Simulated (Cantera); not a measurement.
Input: 1 mol Si, 0.91 mol HCl, 5.3 mol H₂, at 21000 Torr.

These are equilibrium values from Cantera (NASA tables, ideal gas, pure condensed phases), not measurements of a reactor. Candidate condensed phases: Si; 19 gas species. The tables' values for SiCl₃ are old estimates; treat these amounts as uncertain. Gases not in the tables: Si₂H₆ and higher silanes. Equilibrium is a limit: real reactors are often held back by kinetics, nucleation or transport.

x: gas mole fraction; n: condensed amount in mol.

```tsv
T (K)	x H₂	x HCl	x SiHCl₃	x SiCl₂	x SiCl₄	x SiH₂Cl₂	x SiCl₃	n Si(s)	n Si(l)
698	0.951	7.52e-5	0.0311	4.21e-9	0.0125	…	3.94e-7	0.711	0
848	0.950	0.000668	0.0297	5.55e-7	0.0129	…	9.95e-6	0.710	0
998	0.949	0.00302	0.0282	1.63e-5	0.0130	0.00661	9.29e-5	0.714	0
1148	0.944	0.00903	0.0261	0.000189	0.0125	0.00687	0.000462	0.723	0
1298	0.936	0.0203	0.0227	0.00117	0.0109	0.00668	0.00146	0.741	0
1448	0.924	0.0363	0.0175	0.00440	0.00804	…	0.00310	0.763	0
1598	0.910	0.0537	0.0111	0.0109	0.00455	…	0.00448	0.781	0
1748	0.898	0.0692	0.00553	0.0178	0.00194	…	0.00440	0	0.798
```

Complete the blanks.


- 698, x SiH₂Cl₂: 0.00509
- 848, x SiH₂Cl₂: 0.00602
- 1448, x SiH₂Cl₂: 0.00588
- 1598, x SiH₂Cl₂: 0.00450
- 1748, x SiH₂Cl₂: 0.00280
